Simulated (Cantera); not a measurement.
## Stirred combustor or abatement burner

A perfectly stirred reactor is fed with 3.76 % C2H6, 8.24 % O2, 70.0 % N2, 18.1 % H2O, at 2.60 bar; it is adiabatic with a 675 K inlet, and is followed from long to short residence time, starting on the burning branch (τ in s: 0.31, 0.11, 0.038, 0.013, 0.0045, 0.0016, 0.00054, 0.00019, 6.5e-05, 2.3e-05, 7.9e-06).

Computed with Cantera and GRI-Mech 3.0 (53 species, 325 reactions).

```
τ (s)    T (K)    x C2H6     x O2  x H2O    x N2O   x CO2    x C2H4    x H2
-------  -----  --------  -------  -----  -------  ------  --------  ------
0.31      1432   6.66e-5  0.00123  0.230  4.79e-9  0.0370  0.000537  0.0355
0.11      1418  0.000122  0.00206  0.231  8.32e-9  0.0337  0.000791  0.0347
0.038     1395  0.000246  0.00372  0.233  1.49e-8  0.0285   0.00126  0.0326
0.013     1343  0.000656  0.00809  0.233  2.90e-8  0.0200   0.00238  0.0286
0.0045     675    0.0376   0.0824  0.181   <1e-12  <1e-12    <1e-12  <1e-12
0.0016     675    0.0376   0.0824  0.181   <1e-12  <1e-12    <1e-12  <1e-12
0.00054    675    0.0376   0.0824  0.181   <1e-12  <1e-12    <1e-12  <1e-12
0.00019    675    0.0376   0.0824  0.181   <1e-12  <1e-12    <1e-12  <1e-12
6.5e-5     675    0.0376   0.0824  0.181   <1e-12  <1e-12    <1e-12  <1e-12
2.3e-5     675    0.0376   0.0824  0.181   <1e-12  <1e-12    <1e-12  <1e-12
7.9e-6     675    0.0376   0.0824  0.181   <1e-12  <1e-12    <1e-12  <1e-12
```
x: mole fraction; the columns are a selection and need not sum to one.
